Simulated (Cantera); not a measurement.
Mixture: H2 : O2 : N2 : H2O = 1 : 0.704 : 3.1 : 1 (molar parts), at 1000000 Pa, adiabatic and at constant volume. Ignition delay is the time to a rise of 400 K.

Cantera simulation using GRI-Mech 3.0 (53 species, 325 reactions); the numbers are that mechanism's predictions, not measurements. The hydrogen kinetics of GRI-Mech 3.0 are dated; newer H2 mechanisms differ, most at raised pressure. Where the delays flatten at high temperature, the 400 K rule measures the pace of heat release, not the induction time.

Problem. Predict: delay at 1300 K; delay at 1450 K; delay at 1600 K; delay at 1750 K; delay at 1900 K.

Solution. 
```json
{
 "delay at 1300 K": "59.1 µs",
 "delay at 1450 K": "4.83 µs",
 "delay at 1600 K": "1.76 µs",
 "delay at 1750 K": "1.07 µs",
 "delay at 1900 K": "0.788 µs"
}
```
